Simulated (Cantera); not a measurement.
**Ammonia decomposition in nitride growth gas**

An isothermal, constant-pressure homogeneous reactor starts with NH₃ : H₂ = 1 : 0.25 (molar parts), at 1823 K and 1.01 bar.

Cantera simulation using the gas-phase N/H chemistry of the illustrative SiF4/NH3 mechanism in the Surface Chemkin manual (1991); the numbers are that mechanism's predictions, not measurements. Walls and surfaces, which speed up NH3 decomposition in real reactors, are not modelled.

| t (s) | x NH₃ | x H₂ | x N | x N₂H₄ | x N₂ | x N₂H₂ | x NH |
|---|---|---|---|---|---|---|---|
| 1.00e-5 | 0.800 | 0.200 | 6.97e-12 | 7.61e-10 | 7.65e-11 | 1.94e-9 | 6.10e-9 |
| 4.39e-5 | 0.800 | 0.200 | 8.40e-10 | 1.52e-8 | 9.54e-8 | 5.91e-8 | 1.32e-7 |
| 0.000192 | 0.799 | 0.200 | 3.75e-8 | 2.07e-7 | 2.99e-5 | 1.13e-6 | 1.70e-6 |
| 0.000843 | 0.797 | 0.202 | 8.53e-8 | 3.77e-7 | 0.000630 | 2.27e-6 | 3.00e-6 |
| 0.00370 | 0.787 | 0.209 | 8.65e-8 | 3.70e-7 | 0.00348 | 2.22e-6 | 3.00e-6 |
| 0.0162 | 0.744 | 0.240 | 9.06e-8 | 3.42e-7 | 0.0153 | 2.01e-6 | 2.99e-6 |
| 0.0711 | 0.594 | 0.349 | 1.01e-7 | 2.50e-7 | 0.0572 | 1.38e-6 | 2.88e-6 |
| 0.312 | 0.276 | 0.578 | 1.07e-7 | 8.59e-8 | 0.145 | 4.39e-7 | 2.23e-6 |
| 1.37 | 0.0463 | 0.744 | 6.57e-8 | 5.52e-9 | 0.209 | 3.10e-8 | 8.78e-7 |
| 6.00 | 0.00537 | 0.774 | 1.42e-8 | 1.11e-10 | 0.221 | 6.84e-10 | 1.53e-7 |
x: mole fraction; the columns are a selection and need not sum to one.

Equilibrium at this temperature and pressure: NH₃ 9.05e-6, H₂ 0.777, N 2.56e-11, N₂H₄ <1e-12, N₂ 0.222, N₂H₂ <1e-12, NH 2.71e-10 (gas phase only).
